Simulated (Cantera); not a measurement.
Iron carbonyl, mercury and lead vapours: Pb + N₂

A closed system holds: 1 mol Pb, 1.6 mol N₂, at 1100 K and 0.0133 bar.

Equilibrium computed with Cantera from the NASA thermochemical tables; the gas is ideal and each condensed phase is pure. Candidate condensed phases: Pb; 4 gas species. Rates play no part.

```yaml
x(N₂): 0.991
x(Pb): 0.00909
n(Pb(l)): 0.985 mol
gas_amount: 1.615 mol
```
